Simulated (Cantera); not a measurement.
**Ta + CO₂ + H₂ (tantalum, niobium, vanadium and zirconium in process gases)**

Charge: 1 mol Ta, 3 mol CO₂, 91 mol H₂, equilibrated at 1798 K and 0.180 Pa.

These are equilibrium values from Cantera (NASA tables, ideal gas, pure condensed phases), not measurements of a reactor. Candidate condensed phases: C, C₆H₆, C₇H₈, C₈H₁₈, H₂O, Ta, TaC, Ta₂O₅; 113 gas species. The numbers say what is thermodynamically allowed, not how fast it happens.

```yaml
x(H₂): 0.737
x(H): 0.225
x(CO): 0.0281
x(H₂O): 0.00620
x(TaO₂): 0.00327
x(OH): 0.000125
x(CO₂): 6.21e-5
x(TaO): 5.21e-5
x(O): 2.95e-5
n(Ta₂O₅(s)): 0.323 mol
gas_amount: 106.3 mol
log10 activity of Ta(s) (absent): -2.73
log10 activity of TaC(s) (absent): -7.42
log10 activity of C(graphite) (absent): -8.76
```
